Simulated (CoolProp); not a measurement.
Saturation properties of hydrogen sulfide.

Values from CoolProp's reference Helmholtz-energy equation of state, Lemmon 2006. It is a short technical equation, of lower accuracy than the large ones.

```
T (K)  p (kPa)  liquid cp (kJ/(kg K))  vapour Z
-----  -------  ---------------------  --------
243.8    390.3                  2.014    0.9409
248.1    457.2                  2.022    0.9341
252.5    534.2                  2.031    0.9267
256.8    618.6                  2.041    0.9190
261.1    712.5                  2.053    0.9108
265.4    816.7                  2.066    0.9022
269.7    931.8                  2.082    0.8930
274       1058                  2.099    0.8833
278.3     1197                  2.119    0.8730
282.7     1353                  2.141    0.8620
287       1519                  2.166    0.8506
291.3     1699                  2.194    0.8387
295.6     1894                  2.225    0.8261
```

It boils at 212.9 K under 1 atm.
